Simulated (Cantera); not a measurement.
Thermodynamics of silicon nitride deposition, feed SiH4 + NH3 + H2

Feed: 1 mol SiH4, 0.11 mol NH3, 59 mol H2, equilibrated at 5.40 mbar.

Cantera equilibrium calculation (NASA polynomials, part measured and part estimated; ideal gas, pure solids and liquids). Candidate condensed phases: Si, Si3N4; 18 gas species. Mutual solubility and eutectic melting of coexisting phases are not modelled. Kinetics and transport are ignored.

```
T (°C)   x H2      x N2       x H     x Si  n Si(s)  n Si3N4(s)
------  -----  --------  --------  -------  -------  ----------
1052    1.000  0.000176   2.23e-5  1.75e-8    0.934      0.0221
1077    1.000  0.000328   3.24e-5  3.69e-8    0.948      0.0175
1102    0.999  0.000596   4.66e-5  7.60e-8    0.972     0.00925
1127    0.999  0.000898   6.62e-5  1.52e-7    1.000           0
1152    0.999  0.000898   9.28e-5  2.98e-7    1.000           0
1177    0.999  0.000898  0.000129  5.70e-7    1.000           0
1202    0.999  0.000898  0.000176  1.06e-6    1.000           0
1227    0.999  0.000898  0.000239  1.95e-6    1.000           0
1252    0.999  0.000898  0.000322  3.50e-6    1.000           0
```
x: gas mole fraction; n: condensed amount in mol.

From 1052 °C to 1102 °C the condensed part is Si(s) + Si3N4(s). From 1127 °C to 1252 °C the condensed part is Si(s). The main Si-bearing gas is SiH2 at 1052 °C and Si at 1252 °C.
